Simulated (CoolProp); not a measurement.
Vapour-liquid equilibrium of n-pentane (1) + the fluoroketone C6F12O (FK-5-1-12) (2) at 0.0982 MPa; x and y are mole fractions of (1).

Model: multi-fluid Helmholtz-energy mixture model, Thol 2019 and McLinden 2015; pair parameters Bell 2016, in CoolProp.

Task: Give the bubble temperature and the first vapour's composition at x = 0.35, 0.55, 0.95. Is there an azeotrope?

Result: x = 0.35: 29.0 °C, y = 0.632; x = 0.55: 27.9 °C, y = 0.670; x = 0.95: 31.2 °C, y = 0.838. y crosses x between x = 0.65 and 0.75: the model has an azeotrope there.

Pair parameters are fitted to limited data, so mixtures are less certain than the pure fluids.
